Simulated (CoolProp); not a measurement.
Vapour-liquid equilibrium of carbon dioxide (1) + n-butane (2) at 236.3 K; x and y are mole fractions of (1).

The numbers come from the multi-fluid Helmholtz-energy mixture model, Span 1996 and Bücker 2006; pair parameters Kunz 2012 in CoolProp.

Problem. Give the bubble pressure and the first vapour's composition at x = 0.125, 0.35, 0.8. Is there an azeotrope?

Solution. x = 0.125: 3.369 bar, y = 0.942; x = 0.35: 7.083 bar, y = 0.974; x = 0.8: 9.618 bar, y = 0.986. No azeotrope shows between x = 0.05 and 0.95.

Pair parameters are fitted to limited data, so mixtures are less certain than the pure fluids. With so large a gap from Raoult's law the liquid may split in two, which this calculation doesn't test in full.
